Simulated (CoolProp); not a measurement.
c-C4F8 (RC318) along the isobar 165 bar: Z from the reference equation and from simpler models built on Tc = 388.4 K, pc = 27.78 bar, ω = 0.355; each cubic takes its own stable root.

Model: reference Helmholtz-energy equation of state, Platzer 1990, in CoolProp. This equation is an older, rougher fit; its heat capacities, sound speeds and derivatives of the liquid may be far off and weren't checked against measurements.

```
T (K)          phase  reference
-----  -------------  ---------
353.8         liquid     0.7946
362.5         liquid     0.7913
371.2         liquid     0.7891
379.9         liquid     0.7878
388.6  supercritical     0.7876
397.3  supercritical     0.7884
406    supercritical     0.7902
414.6  supercritical     0.7930
423.3  supercritical     0.7968
432    supercritical     0.8017
440.7  supercritical     0.8075
449.4  supercritical     0.8142
458.1  supercritical     0.8218
466.8  supercritical     0.8303
475.5  supercritical     0.8395
```

Question: How far does each simpler model (van der Waals, Redlich-Kwong) lie from the reference over these 15 states: mean and median of the absolute difference, and the worst?

Answer: 
- van der Waals: mean 27.4 %, median 27.9 %, worst +38.7 % at 353.8 K and 165 bar
- Redlich-Kwong: mean 2.3 %, median 2.4 %, worst +4.5 % at 353.8 K and 165 bar
